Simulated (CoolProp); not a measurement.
Vapour-liquid equilibrium of C3F8 (R218) (1) + c-C4F8 (RC318) (2) at 16.05 °C; x and y are mole fractions of (1).

Model: multi-fluid Helmholtz-energy mixture model, Lemmon 2006 and Platzer 1990; pair parameters Bell 2016, in CoolProp. This equation is an older, rougher fit; its heat capacities, sound speeds and derivatives of the liquid may be far off and weren't checked against measurements.

```json
[
 {"x": "0.05", "bubble pressure (kPa)": "238.5", "y at the bubble point": "0.074", "dew pressure at overall composition x (kPa)": "236.4", "liquid density (mol/L)": "7.679"},
 {"x": "0.125", "bubble pressure (kPa)": "251.6", "y at the bubble point": "0.195", "dew pressure at overall composition x (kPa)": "243.6", "liquid density (mol/L)": "7.693"},
 {"x": "0.2", "bubble pressure (kPa)": "269.5", "y at the bubble point": "0.318", "dew pressure at overall composition x (kPa)": "252.3", "liquid density (mol/L)": "7.700"},
 {"x": "0.275", "bubble pressure (kPa)": "292.4", "y at the bubble point": "0.438", "dew pressure at overall composition x (kPa)": "262.6", "liquid density (mol/L)": "7.701"},
 {"x": "0.35", "bubble pressure (kPa)": "320.1", "y at the bubble point": "0.546", "dew pressure at overall composition x (kPa)": "275.0", "liquid density (mol/L)": "7.696"},
 {"x": "0.425", "bubble pressure (kPa)": "352.0", "y at the bubble point": "0.641", "dew pressure at overall composition x (kPa)": "289.7", "liquid density (mol/L)": "7.685"},
 {"x": "0.5", "bubble pressure (kPa)": "387.8", "y at the bubble point": "0.722", "dew pressure at overall composition x (kPa)": "307.4", "liquid density (mol/L)": "7.666"},
 {"x": "0.575", "bubble pressure (kPa)": "426.6", "y at the bubble point": "0.789", "dew pressure at overall composition x (kPa)": "328.9", "liquid density (mol/L)": "7.640"},
 {"x": "0.65", "bubble pressure (kPa)": "467.8", "y at the bubble point": "0.844", "dew pressure at overall composition x (kPa)": "355.6", "liquid density (mol/L)": "7.605"},
 {"x": "0.725", "bubble pressure (kPa)": "510.8", "y at the bubble point": "0.889", "dew pressure at overall composition x (kPa)": "389.5", "liquid density (mol/L)": "7.562"},
 {"x": "0.8", "bubble pressure (kPa)": "555.0", "y at the bubble point": "0.927", "dew pressure at overall composition x (kPa)": "434.2", "liquid density (mol/L)": "7.509"},
 {"x": "0.875", "bubble pressure (kPa)": "599.9", "y at the bubble point": "0.958", "dew pressure at overall composition x (kPa)": "496.0", "liquid density (mol/L)": "7.445"},
 {"x": "0.95", "bubble pressure (kPa)": "645.6", "y at the bubble point": "0.984", "dew pressure at overall composition x (kPa)": "587.4", "liquid density (mol/L)": "7.367"}
]
```

No azeotrope shows between x = 0.05 and 0.95.

The pair parameters rest on a limited set of measurements; away from them the model extrapolates.
